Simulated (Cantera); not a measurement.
Input: 1 mol PbO, 0.19 mol O₂, 24 mol N₂, held at 0.100 bar.

Method: chemical equilibrium by Gibbs-energy minimisation in Cantera with the NASA 1993 tables (ideal gas, pure condensed phases). Candidate condensed phases: Pb, PbO, PbO₂, Pb₃O₄; 12 gas species. The numbers say what is thermodynamically allowed, not how fast it happens.

### Question
Which condensed phases are stable at each of these points (T (K)): 648, 723, 798, 873, 948, 1023, 1098?

### Answer
| T (K) | condensed phases | Pb condensed (%) |
|---|---|---|
| 648 | PbO(red) | 100.0 |
| 723 | PbO(red) | 100.0 |
| 798 | PbO(yellow) | 100.0 |
| 873 | PbO(yellow) | 100.0 |
| 948 | PbO(yellow) | 100.0 |
| 1023 | PbO(yellow) | 100.0 |
| 1098 | PbO(yellow) | 99.9 |

From 648 K to 723 K the condensed part is PbO(red). From 798 K to 1098 K the condensed part is PbO(yellow).
